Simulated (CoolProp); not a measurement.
Aqueous calcium chloride as a coolant, 18 % by mass, freezing at -15.1 °C, 1 atm.

Model: Melinder's fits for secondary coolants, in CoolProp.

```csv
T (°C),Prandtl number,density (kg/m³),viscosity (mPa s),cp (kJ/(kg K))
-12.1,25.2,1167,4.29,3.107
-5.8,20.2,1166,…,3.127
0.5,16.5,1165,…,3.146
6.8,13.7,1164,2.41,…
13.1,…,1163,…,3.182
19.4,9.80,1162,1.77,3.198
25.7,8.43,1160,1.54,3.212
32,…,1157,1.35,3.226
38.3,6.43,1153,…,3.238
```

Question: What belongs in the gaps?

Answer: 
- -5.8, viscosity (mPa s): 3.49
- 0.5, viscosity (mPa s): 2.88
- 6.8, cp (kJ/(kg K)): 3.165
- 13.1, Prandtl number: 11.5
- 13.1, viscosity (mPa s): 2.05
- 32, Prandtl number: 7.33
- 38.3, viscosity (mPa s): 1.20
